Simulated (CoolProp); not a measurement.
Properties of C2F6 (R116) along the isobar 6.24 bar (Tc = 19.9 °C, pc = 30.48 bar, ω = 0.257).

The numbers come from the reference Helmholtz-energy equation of state, Lemmon 2006 in CoolProp. It is a short technical equation, of lower accuracy than the large ones.

| T (°C) | phase | cp (kJ/(kg K)) | cv (kJ/(kg K)) | expansivity (1/kK) |
|---|---|---|---|---|
| 5.85 | gas | 0.7850 | 0.6939 | 4.842 |
| 24.15 | gas | 0.8037 | ? | 4.271 |
| 42.35 | gas | 0.8245 | ? | ? |
| 60.65 | gas | 0.8462 | 0.7705 | 3.518 |
| 78.85 | gas | ? | 0.7946 | 3.251 |
| 97.15 | gas | 0.8891 | 0.8178 | ? |
| 115.35 | gas | 0.9095 | 0.8397 | 2.840 |
| 133.65 | gas | 0.9292 | 0.8606 | 2.676 |
| 151.85 | gas | 0.9478 | 0.8802 | 2.534 |

### Question
Fill in the missing entries.

### Answer

- 24.15, cv (kJ/(kg K)): 0.7197
- 42.35, cv (kJ/(kg K)): 0.7453
- 42.35, expansivity (1/kK): 3.849
- 78.85, cp (kJ/(kg K)): 0.8678
- 97.15, expansivity (1/kK): 3.028
